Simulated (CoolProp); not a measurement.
Vapour-liquid equilibrium of carbon dioxide (1) + CH2F2 (R32) (2) at -20.45 °C; x and y are mole fractions of (1).

Values from CoolProp's multi-fluid Helmholtz-energy mixture model, Span 1996 and Tillner-Roth 1997; pair parameters Bell 2016.

**Question.** Give the bubble pressure and the first vapour's composition at x = 0.05, 0.45, 0.75. Is there an azeotrope?

**Answer.** x = 0.05: 4.746 bar, y = 0.186; x = 0.45: 10.88 bar, y = 0.763; x = 0.75: 15.42 bar, y = 0.911. No azeotrope shows between x = 0.05 and 0.95.

Pair parameters are fitted to limited data, so mixtures are less certain than the pure fluids.
